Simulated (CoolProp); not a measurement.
A closed Brayton cycle with carbon dioxide: compressor inlet 310.15 K and 9.5 MPa, high pressure 17.1 MPa, turbine inlet 620 K, compressor efficiency 0.85, turbine efficiency 0.9, recuperator effectiveness 0.9 (on enthalpy, no pinch check). Each further row changes one setting.

Computed with CoolProp (reference Helmholtz-energy equation of state, Span 1996).

```tsv
case	thermal efficiency (%)	net work (kJ/kg)	compressor to turbine work	compressor exit (K)	turbine exit (K)
as stated	23.6	44.1	0.23	326.8	558.9
turbine inlet 570 K	21.7	38.1	0.25	326.8	511.2
compressor inlet 320.15 K	22.7	36.5	0.36	356.8	558.9
high pressure 14.5 MPa	20.9	33.2	0.21	321.8	575.9
recuperator effectiveness 0.5	14.0	44.1	0.23	326.8	558.9
```
